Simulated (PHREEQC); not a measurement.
NaOH is added in steps, without added water, to 1 kg of water holding 2.2 mmol/kgw H2SiF6, at 20 °C. Oxygen alone is held at its pressure in air (log pO2 = -0.68). The system is closed to CO2. The run lets SiO2(a) precipitate or redissolve, and no other solid.

Base run: PHREEQC, ion-association model, phreeqc.dat. Each further column changes one thing. The table gives H3SiO4- (mol/kgw).

```tsv
NaOH added (mol)	base	database wateq4f.dat	all activity coefficients set to 1	Davies equation for every ion	Debye-Hückel limiting law
0	1.60e-11	1.62e-11	[?]	1.61e-11	1.62e-11
0.003375	4.99e-11	5.03e-11	[?]	5.01e-11	5.07e-11
0.00675	8.61e-10	8.62e-10	[?]	8.64e-10	8.68e-10
0.01013	7.69e-9	7.69e-9	[?]	7.73e-9	7.76e-9
0.0135	0.000291	0.000291	0.000291	0.000291	0.000291
0.01688	0.00209	0.00210	0.00210	0.00209	0.00209
0.02025	0.00208	0.00208	0.00210	0.00208	0.00208
0.02363	0.00203	0.00203	[?]	0.00203	0.00202
0.027	0.00198	0.00198	0.00202	0.00197	0.00196
```

### Question
Complete the blanks.

### Answer

- 0, all activity coefficients set to 1: 1.45e-11
- 0.003375, all activity coefficients set to 1: 4.56e-11
- 0.00675, all activity coefficients set to 1: 8.23e-10
- 0.01013, all activity coefficients set to 1: 7.32e-9
- 0.02363, all activity coefficients set to 1: 0.00207

SiF6-2 is the database's only silicon fluoride. phreeqc.dat and wateq4f.dat share most of their constants, so their agreement is no independent check.
